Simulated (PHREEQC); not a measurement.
Consider water at 25 °C with 0.0024 mol/kgw ZnSO4. Closed to the air; pH follows from the charge balance.

Model: ion-association model, wateq4f.dat, run in PHREEQC.

Precipitation was switched off in this run.

Problem. Order these S species by the share of S that they hold, largest first: Zn(SO4)2-2, SO4-2, ZnSO4.

Solution. SO4-2 (81 %), ZnSO4 (18 %), Zn(SO4)2-2 (0.58 %)

Problem. Order these Zn species by the share of Zn that they hold, largest first: Zn+2, Zn(SO4)2-2, ZnSO4.

Solution. Zn+2 (82 %), ZnSO4 (18 %), Zn(SO4)2-2 (0.29 %)

The pH is 5.93 and the ionic strength 0.00783 mol/kgw. Complexes and solids missing from the database can't appear.
